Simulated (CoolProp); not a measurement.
Vapour-liquid equilibrium of R143a (1) + isobutene (2) at 0.00855 MPa; x and y are mole fractions of (1).

The numbers come from the multi-fluid Helmholtz-energy mixture model, Lemmon and Jacobsen 2000 and Lemmon 2005; pair parameters Bell 2016 in CoolProp.

| x | bubble temperature, mixture model (°C) | bubble temperature, Raoult's law (°C) | y, mixture model | y, Raoult's law |
|---|---|---|---|---|
| 0.05 | ? | -61.2 | 0.639 | 0.291 |
| 0.2 | ? | -70.3 | 0.868 | 0.685 |
| 0.35 | ? | -76.1 | 0.899 | 0.835 |
| 0.5 | -85.6 | -80.2 | 0.911 | 0.909 |
| 0.65 | ? | -83.3 | ? | 0.951 |
| 0.8 | -87.1 | -85.8 | 0.942 | 0.977 |
| 0.95 | ? | -87.9 | ? | 0.995 |

**Question.** Fill in the missing entries.

**Answer.** 
- 0.05, bubble temperature, mixture model (°C): -71.0
- 0.2, bubble temperature, mixture model (°C): -82.3
- 0.35, bubble temperature, mixture model (°C): -84.8
- 0.65, bubble temperature, mixture model (°C): -86.3
- 0.65, y, mixture model: 0.923
- 0.95, bubble temperature, mixture model (°C): -88.1
- 0.95, y, mixture model: 0.980

The largest gap from Raoult's law is -12.0 K in bubble temperature, at x = 0.2. No azeotrope shows between x = 0.05 and 0.95.

The pair parameters rest on a limited set of measurements; away from them the model extrapolates. With so large a gap from Raoult's law the liquid may split in two, which this calculation doesn't test in full.
